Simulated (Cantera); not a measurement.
A Cantera script and its output.

```python
import numpy as np
import cantera as ct

gas = ct.Solution("gri30.yaml", transport_model="multicomponent")
show = ['NH3', 'OH', 'NO']

rows = []
print(f"{'T/K':>7s}{'rho':>11s}{'cp':>10s}{'mu':>11s}{'lambda':>11s}{'Pr':>7s}" + "".join(f"{'D_' + s:>11s}" for s in show))
for T in [400, 600, 800, 1000, 1200, 1400]:
    gas.TPX = T, 1333, {'NH3': 0.18, 'H2': 0.33, 'CH4': 0.57, 'C2H6': 0.55}
    Pr = gas.cp_mass * gas.viscosity / gas.thermal_conductivity
    D = [gas.mix_diff_coeffs_mole[gas.species_index(s)] for s in show]
    rows.append([gas.density, gas.cp_mass, gas.viscosity, gas.thermal_conductivity, Pr, *D])
    print(f"{T:7g}{gas.density:11.4e}{gas.cp_mass:10.1f}{gas.viscosity:11.4e}"
          f"{gas.thermal_conductivity:11.4e}{Pr:7.3f}" + "".join(f"{d:11.4e}" for d in D))
print("SI units: kg/m3, J/kg/K, Pa s, W/m/K, m2/s")
```

Result:

```
    T/K        rho        cp         mu     lambda     Pr      D_NH3       D_OH       D_NO
    400 7.2327e-03    2568.6 1.3557e-05 6.0088e-02  0.580 2.8552e-03 4.1320e-03 2.7408e-03
    600 4.8218e-03    3298.7 1.8915e-05 9.9599e-02  0.626 6.1456e-03 8.3565e-03 5.5762e-03
    800 3.6164e-03    3905.1 2.3554e-05 1.4151e-01  0.650 1.0374e-02 1.3634e-02 9.1240e-03
   1000 2.8931e-03    4405.0 2.7707e-05 1.8409e-01  0.663 1.5417e-02 1.9854e-02 1.3308e-02
   1200 2.4109e-03    4799.8 3.1508e-05 2.2592e-01  0.669 2.1192e-02 2.6941e-02 1.8075e-02
   1400 2.0665e-03    5116.2 3.5043e-05 2.6645e-01  0.673 2.7641e-02 3.4841e-02 2.3389e-02
SI units: kg/m3, J/kg/K, Pa s, W/m/K, m2/s
```

Detailed kinetics in Cantera: GRI-Mech 3.0 (53 species, 325 reactions). Polar gases are described roughly by these parameters. The composition is frozen, though it would react at the higher temperatures.
